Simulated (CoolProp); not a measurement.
R123 at 298.15 K and 0.0102 MPa flows at 0.053 m/s in a round tube of 1 mm bore and 0.25 µm roughness, fully developed (64/Re and Nu = 3.66 if laminar; Colebrook and Gnielinski if turbulent). Each further row changes one setting.

Computed with CoolProp (reference Helmholtz-energy equation of state, Younglove 1994). It is a modified Benedict-Webb-Rubin equation, recast in Helmholtz form.

```json
[
 {"case": "as stated", "Reynolds number": "(withheld)", "Darcy friction factor": "(withheld)", "pressure drop (Pa/m)": "(withheld)", "heat-transfer coefficient (W/(m² K))": "33.7", "mass flow (kg/h)": "9.47e-5"},
 {"case": "velocity 0.106 m/s", "Reynolds number": "6.21", "Darcy friction factor": "10.3", "pressure drop (Pa/m)": "(withheld)", "heat-transfer coefficient (W/(m² K))": "33.7", "mass flow (kg/h)": "(withheld)"},
 {"case": "diameter 2 mm", "Reynolds number": "6.21", "Darcy friction factor": "10.3", "pressure drop (Pa/m)": "(withheld)", "heat-transfer coefficient (W/(m² K))": "(withheld)", "mass flow (kg/h)": "(withheld)"}
]
```

Fill in the missing entries.


- as stated, Reynolds number: 3.10
- as stated, Darcy friction factor: 20.6
- as stated, pressure drop (Pa/m): 18.3
- velocity 0.106 m/s, pressure drop (Pa/m): 36.6
- velocity 0.106 m/s, mass flow (kg/h): 0.000189
- diameter 2 mm, pressure drop (Pa/m): 4.57
- diameter 2 mm, heat-transfer coefficient (W/(m² K)): 16.8
- diameter 2 mm, mass flow (kg/h): 0.000379

Viscosity comes from a separate model (Tanaka 1996). Thermal conductivity comes from a separate model (Laesecke 1996).
